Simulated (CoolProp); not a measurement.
A single-stage vapour-compression cycle with the fluid: evaporating at 293.15 K (dew point), condensing at 340.15 K (bubble point), superheat 2 K, subcooling 2 K, compressor efficiency 0.85, no pressure losses. The same conditions are run with several fluids, on thermodynamics alone (safety and materials aside).

The numbers come from the reference Helmholtz-energy equation of state of each fluid (isobutane: Bücker 2006; the fluoroketone C6F12O (FK-5-1-12): McLinden 2015; R124: de Vries 1995; vinyl chloride: Thol 2022; hydrogen sulfide: Lemmon 2006; R1224YDZ: Akasaka 2023) in CoolProp.

| fluid | cooling COP | pressure ratio | discharge temperature (K) | refrigerating effect (kJ/kg) | volumetric capacity (kJ/m³) |
|---|---|---|---|---|---|
| isobutane | 4.06 | 3.37 | 340.1 | 222 | 1740 |
| the fluoroketone C6F12O (FK-5-1-12) | 3.43 | … | 340.2 | 47.7 | 206 |
| R124 | 4.00 | 3.60 | … | 97.7 | 1960 |
| vinyl chloride | 4.48 | 3.45 | … | 257 | 2380 |
| hydrogen sulfide | … | 2.80 | 394.6 | 320 | 9440 |
| R1224YDZ | 4.22 | 4.31 | 340.2 | 115 | 905 |

Question: What belongs in the gaps?

Answer: 
- the fluoroketone C6F12O (FK-5-1-12), pressure ratio: 5.57
- R124, discharge temperature (K): 342.2
- vinyl chloride, discharge temperature (K): 368.7
- hydrogen sulfide, cooling COP: 3.89

The compression ends wet for: isobutane; the fluoroketone C6F12O (FK-5-1-12); R1224YDZ.
